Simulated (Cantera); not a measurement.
**Adiabatic ignition**

An adiabatic, constant-volume homogeneous reactor starts with CH₄ : CO : O₂ : N₂ : H₂O = 1 : 1.1 : 1.27 : 4.79 : 0.6 (molar parts), at 1600 K and 1.20 bar.

Model: GRI-Mech 3.0 (53 species, 325 reactions), integrated in Cantera.

| t (s) | T (K) | P (bar) | x CH₄ | x CO | x O₂ | x HCO | x CO₂ | x NO₂ | x NO |
|---|---|---|---|---|---|---|---|---|---|
| 9.00e-6 | 1600 | 1.20 | 0.114 | 0.126 | 0.145 | 5.91e-11 | 2.24e-6 | <1e-12 | <1e-12 |
| 2.20e-5 | 1600 | 1.20 | 0.114 | 0.126 | 0.145 | 1.67e-10 | 7.16e-6 | <1e-12 | <1e-12 |
| 5.38e-5 | 1600 | 1.20 | 0.114 | 0.126 | 0.145 | 1.22e-9 | 2.27e-5 | <1e-12 | <1e-12 |
| 0.000131 | 1601 | 1.20 | 0.114 | 0.125 | 0.145 | 1.55e-8 | 8.55e-5 | <1e-12 | 1.41e-12 |
| 0.000321 | 1613 | 1.21 | 0.110 | 0.125 | 0.143 | 2.11e-7 | 0.000506 | <1e-12 | 1.13e-11 |
| 0.000785 | 2808 | 2.32 | 4.35e-12 | 0.173 | 0.000729 | 6.40e-7 | 0.0449 | 2.95e-8 | 0.000494 |
| 0.00192 | 2803 | 2.31 | 4.57e-12 | 0.173 | 0.000686 | 6.33e-7 | 0.0446 | 8.70e-8 | 0.00149 |
| 0.00469 | 2802 | 2.31 | 4.60e-12 | 0.173 | 0.000679 | 6.32e-7 | 0.0446 | 9.68e-8 | 0.00167 |
| 0.0115 | 2802 | 2.31 | 4.60e-12 | 0.173 | 0.000679 | 6.32e-7 | 0.0446 | 9.69e-8 | 0.00167 |
| 0.0280 | 2802 | 2.31 | 4.60e-12 | 0.173 | 0.000679 | 6.32e-7 | 0.0446 | 9.69e-8 | 0.00167 |
| 0.0685 | 2802 | 2.31 | 4.60e-12 | 0.173 | 0.000679 | 6.32e-7 | 0.0446 | 9.69e-8 | 0.00167 |
| 0.167 | 2802 | 2.31 | 4.60e-12 | 0.173 | 0.000679 | 6.32e-7 | 0.0446 | 9.69e-8 | 0.00167 |
| 0.409 | 2802 | 2.31 | 4.60e-12 | 0.173 | 0.000679 | 6.32e-7 | 0.0446 | 9.69e-8 | 0.00167 |
| 1.00 | 2802 | 2.31 | 4.60e-12 | 0.173 | 0.000679 | 6.32e-7 | 0.0446 | 9.69e-8 | 0.00167 |
x: mole fraction; the columns are a selection and need not sum to one.

The time of steepest temperature rise is 0.590 ms and the temperature at 1.00 s is 2802 K. The equilibrium temperature comes out as 2802 K. The x(CH₄) at 1.00 s is 4.60e-12 (gas-phase equilibrium 5.31e-12), the x(CO) at 1.00 s is 0.173 (gas-phase equilibrium 0.173) and the x(O₂) at 1.00 s is 0.000679 (gas-phase equilibrium 0.000679).
